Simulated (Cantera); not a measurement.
Feed: 1 mol (CH3)2SiCl2, 0.0076 mol C2H2, 24 mol H2, held at 1400 Pa.

Equilibrium computed with Cantera from the NASA thermochemical tables; the gas is ideal and each condensed phase is pure. Candidate condensed phases: C, C6H6, C7H8, C8H18, Si, SiC; 109 gas species. The feed counts by its element totals alone. Gases not in the tables: Si2H6 and higher silanes. Equilibrium is a limit: real reactors are often held back by kinetics, nucleation or transport.

Problem. Which condensed phases are stable at each of these points (T (K)): 1923, 2023, 2123, 2223, 2323, 2423, 2523?

Solution. 
```csv
T (K),condensed phases,Si condensed (%)
1923,C(graphite) + SiC(s),98.2
2023,C(graphite) + SiC(s),97.0
2123,C(graphite) + SiC(s),93.5
2223,C(graphite) + SiC(s),81.9
2323,C(graphite) + SiC(s),43.4
2423,C(graphite),0.0
2523,C(graphite),0.0
```

From 1923 K to 2323 K the condensed part is C(graphite) + SiC(s). From 2423 K to 2523 K the condensed part is C(graphite).
